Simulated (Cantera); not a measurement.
Source: NASA polynomial tables (part measured, part estimated), evaluated in Cantera. Values are per mole of reaction as written; species without (g) are pure solids or liquids, kept so even where they would boil at 1 bar. TaC: taken at fixed stoichiometry.

### Question
Between 300 and 1500 K, where is each reaction favourable under standard conditions?
- 4 TaC + C2H6(g) → 3 C2H2(g) + 4 Ta

### Answer
- 4 TaC + C2H6(g) → 3 C2H2(g) + 4 Ta: ΔG° is 1234 kJ at 300 K and 777 kJ at 1500 K; it stays positive (K < 1). ΔH° is 1341 kJ and ΔS° 376 J/K at 1500 K.
